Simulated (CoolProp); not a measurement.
Aqueous calcium chloride as a coolant, 10 % by mass, freezing at -5.8 °C, 1 atm.

The numbers come from the Melinder's fits for secondary coolants in CoolProp.

```json
[
 {"T (°C)": "-3.9", "Prandtl number": "16.4", "viscosity (mPa s)": "2.52", "cp (kJ/(kg K))": "3.562", "density (kg/m³)": "1089"},
 {"T (°C)": "-0.8", "Prandtl number": "14.7", "viscosity (mPa s)": "2.28", "cp (kJ/(kg K))": "3.567", "density (kg/m³)": "1088"},
 {"T (°C)": "2.2", "Prandtl number": "13.3", "viscosity (mPa s)": "2.08", "cp (kJ/(kg K))": "3.573", "density (kg/m³)": "1088"},
 {"T (°C)": "5.3", "Prandtl number": "12.1", "viscosity (mPa s)": "1.90", "cp (kJ/(kg K))": "3.579", "density (kg/m³)": "1087"},
 {"T (°C)": "8.4", "Prandtl number": "11.0", "viscosity (mPa s)": "1.74", "cp (kJ/(kg K))": "3.585", "density (kg/m³)": "1087"},
 {"T (°C)": "11.4", "Prandtl number": "10.1", "viscosity (mPa s)": "1.61", "cp (kJ/(kg K))": "3.591", "density (kg/m³)": "1087"},
 {"T (°C)": "14.5", "Prandtl number": "9.22", "viscosity (mPa s)": "1.48", "cp (kJ/(kg K))": "3.597", "density (kg/m³)": "1086"},
 {"T (°C)": "17.5", "Prandtl number": "8.51", "viscosity (mPa s)": "1.38", "cp (kJ/(kg K))": "3.603", "density (kg/m³)": "1086"},
 {"T (°C)": "20.6", "Prandtl number": "7.86", "viscosity (mPa s)": "1.28", "cp (kJ/(kg K))": "3.610", "density (kg/m³)": "1086"},
 {"T (°C)": "23.6", "Prandtl number": "7.30", "viscosity (mPa s)": "1.20", "cp (kJ/(kg K))": "3.616", "density (kg/m³)": "1085"},
 {"T (°C)": "26.7", "Prandtl number": "6.78", "viscosity (mPa s)": "1.12", "cp (kJ/(kg K))": "3.623", "density (kg/m³)": "1085"},
 {"T (°C)": "29.7", "Prandtl number": "6.33", "viscosity (mPa s)": "1.05", "cp (kJ/(kg K))": "3.629", "density (kg/m³)": "1084"},
 {"T (°C)": "32.8", "Prandtl number": "5.92", "viscosity (mPa s)": "0.988", "cp (kJ/(kg K))": "3.636", "density (kg/m³)": "1082"},
 {"T (°C)": "35.8", "Prandtl number": "5.55", "viscosity (mPa s)": "0.933", "cp (kJ/(kg K))": "3.642", "density (kg/m³)": "1081"}
]
```
